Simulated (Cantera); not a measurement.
Input (Python, Cantera) and output of one run.

```python
import numpy as np
import cantera as ct

gas_names = """
    CL CL2 H HCL H2 Si SiCL SiCL2 SiCL3 SiCL4 SiH SiHCL3 SiH2 SiH2CL2 SiH3 SiH3CL SiH4 Si2 Si3
""".split()
cond_names = """
    Si(cr) Si(L)
""".split()


# ... load() reads the species with a 1 bar reference pressure and builds the phases ...
atoms = {
    'Si': {'Si': 1},
    'HCl': {'H': 1, 'CL': 1},
    'H2': {'H': 2},
    'Cl2': {'CL': 2},
}
top_T = {}  # K; cautious upper limits of use, not melting points


# ... equilibrate(T, P, feed) seeds the gas with the atoms and calls Mixture.equilibrate('TP', solver="vcs", rtol=1e-11, max_steps=5000) ...
results = []
feed = {'Si': 1, 'HCl': 5.1, 'H2': 3.8, 'Cl2': 1.1}  # mol
P = 110000  # Pa
for T in [525, 625, 725, 825, 925, 1025, 1125, 1225]:
    mix = equilibrate(T, P, feed)
    results.append((T, P, feed, dict(zip(mix.species_names, mix.species_moles))))

top = {s: max(r[3][s] / sum(r[3][g] for g in gas_names) for r in results) for s in gas_names}
cols = sorted((s for s in top if top[s] > 1e-05), key=lambda s: -top[s])[:6]
seen = [c for c in cond_names if any(r[3].get(c, 0) > 1e-12 for r in results)]
print("log10 of partial pressures in bar; condensed amounts in mol")
print(f"{'T/K':>10s}" + "".join(f"{s[:9]:>10s}" for s in cols + seen))
for T, P, feed, n in results:
    ng = sum(n[g] for g in gas_names)
    print(f"{T:10.4g}" + "".join(f"{np.log10(max(n[s] / ng * P / 1e5, 1e-99)):10.3f}" for s in cols)
          + "".join(f"{n.get(c, 0):10.4g}" for c in seen))
```

It prints:

```
log10 of partial pressures in bar; condensed amounts in mol
       T/K        H2       HCL     SiCL4    SiHCL3     SiCL3     SiCL2
       525    -0.241    -0.394    -0.913    -6.202   -12.915   -21.139
       625    -0.241    -0.394    -0.913    -5.075   -10.079   -16.273
       725    -0.241    -0.394    -0.913    -4.270    -8.035   -12.770
       825    -0.241    -0.394    -0.914    -3.668    -6.495   -10.131
       925    -0.241    -0.394    -0.915    -3.202    -5.295    -8.075
      1025    -0.242    -0.393    -0.918    -2.833    -4.336    -6.433
      1125    -0.243    -0.391    -0.924    -2.537    -3.556    -5.097
      1225    -0.245    -0.388    -0.936    -2.300    -2.915    -3.995
```

Equilibrium computed with Cantera from the NASA thermochemical tables; the gas is ideal and each condensed phase is pure. The tables' values for SiCl3 are old estimates; treat these amounts as uncertain.
